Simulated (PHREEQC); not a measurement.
A PHREEQC speciation (ion-association model, wateq4f.dat) at 25 °C gives pH 2.60 and these molalities:

```csv
species,mol/kgw
HF,0.00956
F-,0.00273
H+,0.00273
Cu+2,0.000801
SO4-2,0.000695
H2F2,0.000238
HSO4-,0.000135
HF2-,0.000100
CuSO4,6.03e-5
CuF+,2.91e-5
```

**Question.** What are the element totals, and what could have been dissolved in 1 kg of water to give them?

**Answer.** Several could match; the one computed here: totals Cu(2) 0.000890, F 0.0130, S(6) 0.000890 mol/kgw, from 0.013 mol HF and 0.00089 mol CuSO4 per kg of water.

This is a speciation only: nothing precipitates in the calculation.
